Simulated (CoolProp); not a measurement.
A Linde-Hampson liquefier for carbon monoxide: isothermal reversible compression at 250 K from 1 atm to 30 MPa, throttling to 1 atm, return gas leaving the recuperator 2 K below the feed. Each further row changes one setting.

Model: reference Helmholtz-energy equation of state, Lemmon 2006, in CoolProp. It is a short technical equation, of lower accuracy than the large ones.

```tsv
case	liquid yield per pass	compression work (kJ/kg of gas)
as stated	0.163	415
high pressure 60 MPa	0.151	481
warm-end temperature 280 K	0.119	472
warm-end gap 7 K	0.151	415
```
